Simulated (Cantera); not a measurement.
A closed system holds: 1 mol SiCl4, 1.2 mol Cl2, 3.9 mol H2, equilibrated at 450 °C and 1.10 bar.

Equilibrium computed with Cantera from the NASA thermochemical tables; the gas is ideal and each condensed phase is pure. Candidate condensed phases: Si; 19 gas species. The numbers say what is thermodynamically allowed, not how fast it happens.

Base state: H2 0.443, HCl 0.393, SiCl4 0.164, SiHCl3 5.52e-5 (mole fractions); condensed: gas only.

**Question.** What changes in the equilibrium state with this change: SiCl4 replaced by Si?

**Answer.** 
```json
[
 {"species": "H2", "before": "0.443", "after": "0.849"},
 {"species": "SiCl4", "before": "0.164", "after": "0.0910"},
 {"species": "SiHCl3", "before": "5.52e-5", "after": "0.0574"},
 {"species": "HCl", "before": "0.393", "after": "0.000403"},
 {"species": "SiH2Cl2", "before": "1.29e-9", "after": "0.00251"},
 {"species": "SiH3Cl", "before": "<1e-9", "after": "2.40e-5"},
 {"species": "Si(s), mol", "before": "0", "after": "0.331"}
]
```

**Question.** What changes in the equilibrium state with this change: Cl2 from 1.2 to 0.53 mol?

**Answer.** 
| species | before | after |
|---|---|---|
| H2 | 0.443 | 0.620 |
| HCl | 0.393 | 0.195 |
| SiCl4 | 0.164 | 0.184 |
| SiHCl3 | 5.52e-5 | 0.000175 |
